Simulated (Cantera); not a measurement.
A freely propagating, adiabatic, planar premixed flame of 8.03 % CH₄, 0.266 % H₂, 17.6 % O₂, 74.1 % N₂, equivalence ratio 0.92, unburnt at 598 K and 0.987 atm; mixture-averaged transport, grid criteria slope 0.08 and curve 0.16, no radiation.

Computed with Cantera and GRI-Mech 3.0 (53 species, 325 reactions). Burning velocities carry a grid error of a few per cent, more on coarse grids.

x: mole fraction of selected species; z is measured from the peak of heat release.

```tsv
z (mm)	T (K)	u (m/s)	x CH₄	x H₂	x O₂	x CH₃	x NO₂	x HCO
-1.15	598	1.06	0.0802	0.00329	0.176	2.42e-8	<1e-8	<1e-8
-0.764	600	1.06	0.0800	[?]	0.176	[?]	<1e-8	<1e-8
-0.573	606	1.07	0.0794	0.00596	0.175	1.25e-6	<1e-8	<1e-8
-0.382	652	1.16	0.0762	0.00889	0.171	1.06e-5	3.28e-8	<1e-8
-0.191	971	1.75	0.0561	0.0141	0.146	0.000298	4.48e-8	5.29e-7
-0.0954	[?]	2.44	[?]	0.0168	[?]	0.00151	[?]	[?]
0	1702	3.11	0.00756	0.0165	0.0666	0.00158	<1e-8	4.91e-5
0.0954	1850	3.38	0.000547	0.0123	0.0417	0.000178	<1e-8	1.52e-5
0.191	1896	3.45	2.05e-5	0.0101	0.0332	7.27e-6	<1e-8	8.67e-7
0.382	1950	3.53	3.38e-8	0.00939	0.0283	1.37e-8	<1e-8	3.68e-8
0.764	2018	3.63	<1e-8	0.00836	0.0253	<1e-8	<1e-8	1.93e-8
1.53	2092	3.75	<1e-8	0.00650	0.0226	<1e-8	<1e-8	<1e-8
3.05	2159	3.85	<1e-8	0.00456	0.0200	<1e-8	1.18e-8	<1e-8
```

Question: Some entries are withheld; supply them.

Answer: 
- -0.764, x H₂: 0.00449
- -0.764, x CH₃: 2.68e-7
- -0.0954, T (K): 1342
- -0.0954, x CH₄: 0.0314
- -0.0954, x O₂: 0.110
- -0.0954, x NO₂: 1.86e-8
- -0.0954, x HCO: 1.17e-5
